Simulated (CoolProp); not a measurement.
Vapour-liquid equilibrium of cyclohexane (1) + n-octane (2) at 47.85 °C; x and y are mole fractions of (1).

The numbers come from the multi-fluid Helmholtz-energy mixture model, Zhou 2014 and Beckmüller 2019; pair parameters Bell 2016 in CoolProp.

```json
[
 {"x": "0.05", "bubble pressure (bar)": "0.07469", "y at the bubble point": "0.226", "dew pressure at overall composition x (bar)": "0.06338", "liquid density (mol/L)": "6.055"},
 {"x": "0.125", "bubble pressure (bar)": "0.09569", "y at the bubble point": "0.442", "dew pressure at overall composition x (bar)": "0.06776", "liquid density (mol/L)": "6.217"},
 {"x": "0.2", "bubble pressure (bar)": "0.1167", "y at the bubble point": "0.581", "dew pressure at overall composition x (bar)": "0.07278", "liquid density (mol/L)": "6.387"},
 {"x": "0.275", "bubble pressure (bar)": "0.1377", "y at the bubble point": "0.677", "dew pressure at overall composition x (bar)": "0.07861", "liquid density (mol/L)": "6.566"},
 {"x": "0.35", "bubble pressure (bar)": "0.1585", "y at the bubble point": "0.748", "dew pressure at overall composition x (bar)": "0.08545", "liquid density (mol/L)": "6.754"},
 {"x": "0.425", "bubble pressure (bar)": "0.1792", "y at the bubble point": "0.802", "dew pressure at overall composition x (bar)": "0.09360", "liquid density (mol/L)": "6.953"},
 {"x": "0.5", "bubble pressure (bar)": "0.1997", "y at the bubble point": "0.845", "dew pressure at overall composition x (bar)": "0.1035", "liquid density (mol/L)": "7.163"},
 {"x": "0.575", "bubble pressure (bar)": "0.2200", "y at the bubble point": "0.879", "dew pressure at overall composition x (bar)": "0.1156", "liquid density (mol/L)": "7.385"},
 {"x": "0.65", "bubble pressure (bar)": "0.2402", "y at the bubble point": "0.908", "dew pressure at overall composition x (bar)": "0.1310", "liquid density (mol/L)": "7.620"},
 {"x": "0.725", "bubble pressure (bar)": "0.2603", "y at the bubble point": "0.933", "dew pressure at overall composition x (bar)": "0.1511", "liquid density (mol/L)": "7.870"},
 {"x": "0.8", "bubble pressure (bar)": "0.2805", "y at the bubble point": "0.954", "dew pressure at overall composition x (bar)": "0.1784", "liquid density (mol/L)": "8.136"},
 {"x": "0.875", "bubble pressure (bar)": "0.3006", "y at the bubble point": "0.973", "dew pressure at overall composition x (bar)": "0.2172", "liquid density (mol/L)": "8.420"},
 {"x": "0.95", "bubble pressure (bar)": "0.3209", "y at the bubble point": "0.990", "dew pressure at overall composition x (bar)": "0.2762", "liquid density (mol/L)": "8.722"}
]
```

No azeotrope shows between x = 0.05 and 0.95.

Pair parameters are fitted to limited data, so mixtures are less certain than the pure fluids.
